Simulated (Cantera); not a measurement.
## SiO₂ + CH₄ + N₂ (carbothermic reduction)

A closed system holds: 1 mol SiO₂, a varied amount of CH₄, 0.91 mol N₂, equilibrated at 2200 K and 2700 Pa.

These are equilibrium values from Cantera (NASA tables, ideal gas, pure condensed phases), not measurements of a reactor. Candidate condensed phases: C, C₆H₆, C₇H₈, C₈H₁₈, H₂O, Si, SiC, SiO₂, Si₂N₂O, Si₃N₄; 151 gas species. The tables' values for SiO₂, SiN are old estimates; treat these amounts as uncertain. The tables hold silica as quartz up to 1696 K and as liquid above; real silica turns to tridymite and cristobalite and melts near 1996 K. Gases not in the tables: Si₂H₆ and higher silanes. The numbers say what is thermodynamically allowed, not how fast it happens.

| n(CH₄) (mol) | x H₂ | x SiO | x N₂ | x CO | x H₂O | x H | x Si | n SiO₂(l) | n SiC(s) | n C(graphite) |
|---|---|---|---|---|---|---|---|---|---|---|
| 0.69 | 0.286 | 0.236 | 0.230 | 0.169 | 0.0544 | 0.0183 | 1.97e-7 | 0.0683 | 0 | 0 |
| 1.2 | 0.429 | 0.160 | 0.167 | 0.208 | 1.01e-6 | 0.0225 | 0.0108 | 0 | 0.0585 | 0 |
| 1.8 | 0.528 | 0.0865 | 0.136 | 0.214 | 9.29e-7 | 0.0249 | 0.00782 | 0 | 0.361 | 0 |
| 2.3 | 0.586 | 0.0438 | 0.118 | 0.217 | 7.39e-7 | 0.0262 | 0.00552 | 0 | 0.613 | 0 |
| 2.9 | 0.638 | 0.00765 | 0.100 | 0.218 | 3.37e-7 | 0.0274 | 0.00230 | 0 | 0.907 | 0 |
| 3.4 | 0.669 | 0.00283 | 0.0883 | 0.200 | 2.06e-7 | 0.0280 | 0.00147 | 0 | 0.953 | 0.359 |
| 3.9 | 0.697 | 0.00257 | 0.0798 | 0.181 | 1.94e-7 | 0.0286 | 0.00147 | 0 | 0.951 | 0.850 |
| 4.5 | 0.723 | 0.00231 | 0.0715 | 0.163 | 1.81e-7 | 0.0291 | 0.00147 | 0 | 0.949 | 1.44 |
| 5 | 0.741 | 0.00213 | 0.0657 | 0.150 | 1.72e-7 | 0.0295 | 0.00147 | 0 | 0.947 | 1.93 |
| 5.6 | 0.760 | 0.00195 | 0.0599 | 0.137 | 1.61e-7 | 0.0299 | 0.00147 | 0 | 0.945 | 2.52 |
x: gas mole fraction; n: condensed amount in mol.

At 0.69 mol CH₄ the condensed part is SiO₂(l). From 1.2 mol CH₄ to 2.9 mol CH₄ the condensed part is SiC(s). From 3.4 mol CH₄ to 5.6 mol CH₄ the condensed part is C(graphite) + SiC(s). The main Si-bearing gas is SiO throughout. The share of Si in condensed phases is highest at 3.4 mol CH₄ (95.3 %) and lowest at 1.2 mol CH₄ (5.9 %).
